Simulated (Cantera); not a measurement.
Transport properties of process gases

Gas mixture: CO2 : C2H2 = 0.84 : 0.13 (molar parts), at 1200 Torr, frozen composition.

Cantera's kinetic-theory transport with the Lennard-Jones parameters of GRI-Mech 3.0, ideal gas; thermal conductivity in the mixture-averaged form. The composition is frozen, though it would react at the higher temperatures.

```
T (K)  ρ (kg/m³)  cp (J/kg/K)  μ (µPa s)  λ (mW/m/K)     Pr  D (cm²/s) NO  D (cm²/s) OH  D (cm²/s) N2
-----  ---------  -----------  ---------  ----------  -----  ------------  ------------  ------------
400         2.00         1021       19.0        26.5  0.733         0.166         0.264         0.170
550         1.46         1141       25.0        38.9  0.733         0.292         0.461         0.298
700         1.14         1229       30.3        50.7  0.733         0.443         0.697         0.452
850        0.942         1295       35.0        61.9  0.732         0.617         0.969         0.630
1000       0.801         1350       39.4        72.5  0.733         0.812          1.27         0.829
1150       0.696         1391       43.5        82.5  0.733          1.03          1.61          1.05
1300       0.616         1425       47.3        92.0  0.733          1.26          1.98          1.29
1450       0.552         1453       51.0         101  0.732          1.51          2.37          1.55
1600       0.500         1475       54.4         110  0.732          1.78          2.79          1.82
```
D: mixture-averaged diffusion coefficient of that species in the mixture.
